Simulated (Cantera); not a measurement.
# Adiabatic ignition

An adiabatic, constant-volume homogeneous reactor starts with CO : H₂ : CH₄ : O₂ : N₂ = 1 : 0.11 : 0.17 : 1.79 : 6.73 (molar parts), at 1625 K and 0.240 bar.

Computed with Cantera and GRI-Mech 3.0 (53 species, 325 reactions).

| t (s) | T (K) | P (bar) | x CO | x H₂ | x CH₄ | x CH₂ | x N₂O |
|---|---|---|---|---|---|---|---|
| 2.00e-6 | 1625 | 0.240 | 0.102 | 0.0112 | 0.0173 | <1e-12 | <1e-12 |
| 4.73e-6 | 1625 | 0.240 | 0.102 | 0.0112 | 0.0173 | <1e-12 | <1e-12 |
| 1.12e-5 | 1625 | 0.240 | 0.102 | 0.0112 | 0.0173 | 1.71e-12 | 1.42e-12 |
| 2.64e-5 | 1625 | 0.240 | 0.102 | 0.0112 | 0.0173 | 2.56e-11 | 4.98e-12 |
| 6.24e-5 | 1625 | 0.240 | 0.102 | 0.0112 | 0.0173 | 6.26e-10 | 2.07e-11 |
| 0.000147 | 1626 | 0.240 | 0.102 | 0.0111 | 0.0169 | 1.33e-7 | 1.77e-10 |
| 0.000348 | 2009 | 0.299 | 0.0585 | 0.00397 | <1e-12 | <1e-12 | 8.97e-8 |
| 0.000823 | 2204 | 0.324 | 0.0481 | 0.00372 | <1e-12 | <1e-12 | 1.13e-7 |
| 0.00194 | 2438 | 0.354 | 0.0403 | 0.00277 | <1e-12 | <1e-12 | 2.11e-7 |
| 0.00459 | 2596 | 0.373 | 0.0322 | 0.00203 | <1e-12 | <1e-12 | 4.28e-7 |
| 0.0109 | 2604 | 0.373 | 0.0309 | 0.00194 | <1e-12 | <1e-12 | 4.95e-7 |
| 0.0257 | 2599 | 0.372 | 0.0305 | 0.00192 | <1e-12 | <1e-12 | 5.39e-7 |
| 0.0606 | 2599 | 0.372 | 0.0304 | 0.00192 | <1e-12 | <1e-12 | 5.48e-7 |
| 0.143 | 2599 | 0.372 | 0.0304 | 0.00192 | <1e-12 | <1e-12 | 5.48e-7 |
| 0.339 | 2599 | 0.372 | 0.0304 | 0.00192 | <1e-12 | <1e-12 | 5.48e-7 |
| 0.800 | 2599 | 0.372 | 0.0304 | 0.00192 | <1e-12 | <1e-12 | 5.48e-7 |
x: mole fraction; the columns are a selection and need not sum to one.

```json
{
  "time_of_steepest_temperature_rise": "0.240 ms",
  "temperature at 0.800 s": "2599 K",
  "equilibrium_temperature": "2599 K",
  "x(CO) at 0.800 s": "0.0304 (gas-phase equilibrium 0.0304)",
  "x(H₂) at 0.800 s": "0.00192 (gas-phase equilibrium 0.00192)",
  "x(CH₄) at 0.800 s": "<1e-12 (gas-phase equilibrium <1e-12)"
}
```
